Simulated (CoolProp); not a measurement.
The numbers come from the reference Helmholtz-energy equation of state, Lemmon 2006 in CoolProp. It is a short technical equation, of lower accuracy than the large ones.

Q: For acetone, give the phase and the cp (kJ/(kg K)), speed of sound (m/s) at 377 K and 1.44 MPa; 370.2 K and 0.0301 MPa; 537.3 K and 0.0942 MPa.

A: 
- 377 K and 1.44 MPa: liquid; cp 2.40, speed of sound 819
- 370.2 K and 0.0301 MPa: gas; cp 1.52, speed of sound 241
- 537.3 K and 0.0942 MPa: gas; cp 1.97, speed of sound 287
